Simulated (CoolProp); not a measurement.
Aqueous ammonia as a coolant, at 23 °C, 1 atm.

Values from CoolProp's Melinder's fits for secondary coolants.

```json
[
 {"mass %": "4.6", "freezing point (°C)": "-5.6", "density (kg/m³)": "977.7", "conductivity (W/(m K))": "0.569", "viscosity (mPa s)": "1.02", "cp (kJ/(kg K))": "4.185"},
 {"mass %": "6.3", "freezing point (°C)": "-7.9", "density (kg/m³)": "970.8", "conductivity (W/(m K))": "0.558", "viscosity (mPa s)": "1.03", "cp (kJ/(kg K))": "4.188"},
 {"mass %": "8", "freezing point (°C)": "-10.4", "density (kg/m³)": "964.1", "conductivity (W/(m K))": "0.547", "viscosity (mPa s)": "1.04", "cp (kJ/(kg K))": "4.190"},
 {"mass %": "9.7", "freezing point (°C)": "-13.1", "density (kg/m³)": "957.6", "conductivity (W/(m K))": "0.537", "viscosity (mPa s)": "1.05", "cp (kJ/(kg K))": "4.192"},
 {"mass %": "11.4", "freezing point (°C)": "-16.0", "density (kg/m³)": "951.3", "conductivity (W/(m K))": "0.527", "viscosity (mPa s)": "1.07", "cp (kJ/(kg K))": "4.195"},
 {"mass %": "13.1", "freezing point (°C)": "-19.3", "density (kg/m³)": "945.1", "conductivity (W/(m K))": "0.518", "viscosity (mPa s)": "1.09", "cp (kJ/(kg K))": "4.197"},
 {"mass %": "14.8", "freezing point (°C)": "-22.8", "density (kg/m³)": "939.1", "conductivity (W/(m K))": "0.509", "viscosity (mPa s)": "1.11", "cp (kJ/(kg K))": "4.199"},
 {"mass %": "16.6", "freezing point (°C)": "-27.0", "density (kg/m³)": "932.8", "conductivity (W/(m K))": "0.500", "viscosity (mPa s)": "1.14", "cp (kJ/(kg K))": "4.202"},
 {"mass %": "18.3", "freezing point (°C)": "-31.5", "density (kg/m³)": "927.0", "conductivity (W/(m K))": "0.492", "viscosity (mPa s)": "1.16", "cp (kJ/(kg K))": "4.205"},
 {"mass %": "20", "freezing point (°C)": "-36.5", "density (kg/m³)": "921.3", "conductivity (W/(m K))": "0.484", "viscosity (mPa s)": "1.17", "cp (kJ/(kg K))": "4.208"},
 {"mass %": "21.7", "freezing point (°C)": "-42.1", "density (kg/m³)": "915.7", "conductivity (W/(m K))": "0.477", "viscosity (mPa s)": "1.18", "cp (kJ/(kg K))": "4.213"},
 {"mass %": "23.4", "freezing point (°C)": "-48.6", "density (kg/m³)": "910.2", "conductivity (W/(m K))": "0.471", "viscosity (mPa s)": "1.18", "cp (kJ/(kg K))": "4.217"}
]
```
